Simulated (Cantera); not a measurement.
A Cantera script and what it prints.

```python
import numpy as np
import cantera as ct

gas_names = """
    H HO2 H2 H2O H2O2 O OH O2 O3 Zr ZrO ZrO2
""".split()
cond_names = """
    H2O(s) H2O(L) Zr(a) Zr(b) Zr(L) ZrO2(a) ZrO2(b) ZrO2(L)
""".split()


# ... load() reads the species with a 1 bar reference pressure and builds the phases ...
atoms = {
    'ZrO2': {'Zr': 1, 'O': 2},
    'H2': {'H': 2},
}
top_T = {}  # K; cautious upper limits of use, not melting points


# ... equilibrate(T, P, feed) seeds the gas with the atoms and calls Mixture.equilibrate('TP', solver="vcs", rtol=1e-11, max_steps=5000) ...
results = []
feed = {'ZrO2': 1, 'H2': 0.72}  # mol
T = 1325  # K
P = 133.322  # Pa
mix = equilibrate(T, P, feed)
results.append((T, P, feed, dict(zip(mix.species_names, mix.species_moles))))
print(gas.report(threshold=1e-05))
for i in range(1, mix.n_phases):
    print(f"{mix.phase(i).name:16s} {mix.phase_moles(i):12.5e} mol")
```

Result:

```
       temperature   1325 K
          pressure   133.32 Pa
           density   2.4397e-05 kg/m^3
  mean mol. weight   2.016 kg/kmol
   phase of matter   gas

                          1 kg             1 kmol
                     ---------------   ---------------
          enthalpy         1.525e+07        3.0743e+07  J
   internal energy         9.785e+06        1.9726e+07  J
           entropy        1.1408e+05        2.2997e+05  J/K
    Gibbs function        -1.359e+08       -2.7397e+08  J
 heat capacity c_p             15692             31635  J/K
 heat capacity c_v             11568             23320  J/K

                      mass frac. Y      mole frac. X     chem. pot. / RT
                     ---------------   ---------------   ---------------
                 H        2.2394e-05        4.4787e-05           -12.435
                H2           0.99998           0.99996           -24.869
     [  +10 minor]        1.2767e-09        1.4168e-10

Zr(b)             5.08014e-11 mol
ZrO2(a)           1.00000e+00 mol
```

Method: chemical equilibrium by Gibbs-energy minimisation in Cantera with the NASA 1993 tables (ideal gas, pure condensed phases).
